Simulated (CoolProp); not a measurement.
Vapour-liquid equilibrium of n-pentane (1) + cyclohexane (2) at 307.2 K; x and y are mole fractions of (1).

Model: multi-fluid Helmholtz-energy mixture model, Thol 2019 and Zhou 2014; pair parameters Bell 2016, in CoolProp.

Give the bubble pressure and the first vapour's composition at x = 0.2, 0.35, 0.65. Is there an azeotrope?

x = 0.2: 36.56 kPa, y = 0.569; x = 0.35: 48.11 kPa, y = 0.728; x = 0.65: 69.58 kPa, y = 0.891. No azeotrope shows between x = 0.05 and 0.95.

Pair parameters are fitted to limited data, so mixtures are less certain than the pure fluids.
